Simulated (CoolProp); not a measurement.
Methane along the isotherm 39.85 °C: Z from the reference equation and from simpler models built on Tc = -82.6 °C, pc = 4599 kPa, ω = 0.011; each cubic takes its own stable root.

Model: reference Helmholtz-energy equation of state, Setzmann 1991, in CoolProp.

```
p (kPa)          phase  reference
-------  -------------  ---------
72.7               gas     0.9990
117                gas     0.9983
190                gas     0.9973
307                gas     0.9956
495                gas     0.9929
800                gas     0.9885
1290               gas     0.9816
2090               gas     0.9705
3380               gas     0.9531
5450     supercritical     0.9270
8810     supercritical     0.8907
14200    supercritical     0.8561
23000    supercritical     0.8731
```

Problem. How far does each simpler model (van der Waals, Redlich-Kwong, Soave-Redlich-Kwong, Peng-Robinson) lie from the reference over these 13 states: mean and median of the absolute difference, and the worst?

Solution. 
- van der Waals: mean 1.1 %, median 0.3 %, worst -5.1 % at 39.85 °C and 14200 kPa
- Redlich-Kwong: mean 0.2 %, median 0.1 %, worst +1.5 % at 39.85 °C and 23000 kPa
- Soave-Redlich-Kwong: mean 0.7 %, median 0.1 %, worst +4.1 % at 39.85 °C and 23000 kPa
- Peng-Robinson: mean 1.0 %, median 0.5 %, worst -2.3 % at 39.85 °C and 8810 kPa
